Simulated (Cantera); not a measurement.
Cantera run:

```python
import numpy as np
import cantera as ct

gas_names = """
    N HBr NH3
""".split()
cond_names = """
    Mg(cr) Mg(L) MgBr2(s) MgBr2(L)
""".split()


# ... load() reads the species with a 1 bar reference pressure and builds the phases ...
species = {s.name: s for s in load("nasa_gas.yaml", gas_names) + load("nasa_condensed.yaml", cond_names)}
# Each term lists the table entries of one substance; the one whose range holds T is used.
reactions = {
    '3 Mg + 2 N(g) + 6 HBr(g) = 2 NH3(g) + 3 MgBr2':
        [(-3, ['Mg(cr)', 'Mg(L)']), (-2, ['N']), (-6, ['HBr']), (2, ['NH3']), (3, ['MgBr2(s)', 'MgBr2(L)'])],
}


def pick(names, T):
    return next(species[n] for n in names if species[n].thermo.min_temp <= T <= species[n].thermo.max_temp)


results = []
for label, terms in reactions.items():
    print(label)
    print("     T/K   dH/kJ  dS/(J/K)   dG/kJ   log10 K")
    for T in [923, 1023, 1123, 1223, 1323, 1423]:
        used = [(nu, pick(names, T)) for nu, names in terms]
        dH = sum(nu * s.thermo.h(T) for nu, s in used) / 1e6
        dS = sum(nu * s.thermo.s(T) for nu, s in used) / 1e3
        dG = dH - T * dS / 1e3
        logK = -dG * 1e6 / (ct.gas_constant * T * np.log(10))
        results.append((label, T, dH, dS, dG, logK, [s.name for _, s in used]))
        print(f"{T:8g} {dH:8.1f} {dS:8.1f} {dG:8.1f} {logK:8.2f}")
```

It prints:

```
3 Mg + 2 N(g) + 6 HBr(g) = 2 NH3(g) + 3 MgBr2
     T/K   dH/kJ  dS/(J/K)   dG/kJ   log10 K
     923  -2374.8   -833.6  -1605.4    90.85
    1023  -2276.5   -735.3  -1524.3    77.83
    1123  -2267.6   -727.0  -1451.1    67.50
    1223  -2258.6   -719.4  -1378.8    58.89
    1323  -2249.6   -712.2  -1307.3    51.61
    1423  -2240.4   -705.6  -1236.4    45.38
```

Standard-state values (1 bar) from the NASA 1993 polynomials, evaluated with Cantera. Condensed species are held in their standard states even where they would react or evaporate.
